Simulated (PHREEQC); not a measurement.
Make-up at 85 °C: 0.014 mol/kgw Cu(NO3)2, 0.061 mol/kgw HNO3 and 0.0021 mol/kgw KCl. Closed to the air; pH follows from the charge balance.

All values are PHREEQC results (ion-association model, wateq4f.dat), not measurements.

The ionic strength comes out as 0.105 mol/kgw. What activity coefficients do K+, Cu+2, H+, NO3-, CuCl+ get?

K+ 0.74, Cu+2 0.35, H+ 0.81, NO3- 0.72, CuCl+ 0.74.

Precipitation was switched off in this run. Constants without temperature data keep their 25 °C values here.
